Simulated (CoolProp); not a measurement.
Decamethylcyclopentasiloxane (D5) at several states: Z from the reference equation and from simpler models built on Tc = 345.1 °C, pc = 1.078 MPa, ω = 0.631; each cubic takes its own stable root.

Computed with CoolProp (reference Helmholtz-energy equation of state, Thol 2019).

```csv
T (°C),p (MPa),phase,reference
-12.85,0.0239,liquid,0.004117
155.05,0.109,liquid,0.01397
330.45,0.0134,gas,0.9951
```

### Question
How far does each simpler model (Redlich-Kwong, Soave-Redlich-Kwong, Peng-Robinson) lie from the reference over these 3 states: mean and median of the absolute difference, and the worst?

### Answer
- Redlich-Kwong: mean 17.0 %, median 25.3 %, worst +25.7 % at -12.85 °C and 0.0239 MPa
- Soave-Redlich-Kwong: mean 11.6 %, median 14.2 %, worst +20.5 % at -12.85 °C and 0.0239 MPa
- Peng-Robinson: mean 2.9 %, median 1.2 %, worst +7.6 % at -12.85 °C and 0.0239 MPa
